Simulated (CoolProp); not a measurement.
Properties of trans-2-butene along the isobar 801 kPa (Tc = 155.5 °C, pc = 4019 kPa, ω = 0.210).

Model: reference Helmholtz-energy equation of state, Lemmon 2005, in CoolProp. It is a short technical equation, of lower accuracy than the large ones.

| T (°C) | phase | Z | expansivity (1/kK) |
|---|---|---|---|
| 22.55 | liquid | 0.03034 | 1.974 |
| 33.85 | liquid | 0.02991 | 2.108 |
| 45.15 | liquid | 0.02957 | 2.273 |
| 56.35 | liquid | 0.02933 | 2.479 |
| 67.65 | liquid | 0.02921 | 2.751 |
| 78.95 | gas | 0.8469 | 4.970 |
| 90.15 | gas | 0.8652 | 4.457 |
| 101.45 | gas | 0.8804 | 4.064 |
| 112.65 | gas | 0.8931 | 3.756 |
| 123.95 | gas | 0.9039 | 3.503 |
| 135.25 | gas | 0.9133 | 3.292 |
| 146.45 | gas | 0.9214 | 3.113 |
